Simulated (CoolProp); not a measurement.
Properties of fluoroethane (R161) along the isotherm 450 K.

Computed with CoolProp (reference Helmholtz-energy equation of state, Wu 2012).

```csv
p (bar),phase,density (kg/m³),Joule-Thomson coefficient (K/MPa),fugacity coefficient
3.33,gas,4.334,6.003,0.9871
6.67,gas,8.797,___,___
10,gas,13.37,6.083,0.9617
13.3,gas,18.03,6.122,0.9493
16.7,gas,22.97,6.160,0.9366
20,gas,27.90,6.196,0.9245
23.3,gas,32.99,6.231,0.9124
26.7,gas,38.39,6.265,0.9001
30,gas,43.81,6.295,0.8883
33.3,gas,49.39,___,___
36.7,gas,55.35,6.349,0.8647
40,gas,___,6.370,0.8532
43.3,gas,67.51,6.388,0.8418
46.7,gas,74.12,6.401,0.8303
50,gas,80.78,6.410,0.8191
```

Fill in the missing entries.


- 6.67, Joule-Thomson coefficient (K/MPa): 6.044
- 6.67, fugacity coefficient: 0.9743
- 33.3, Joule-Thomson coefficient (K/MPa): 6.323
- 33.3, fugacity coefficient: 0.8766
- 40, density (kg/m³): 61.32
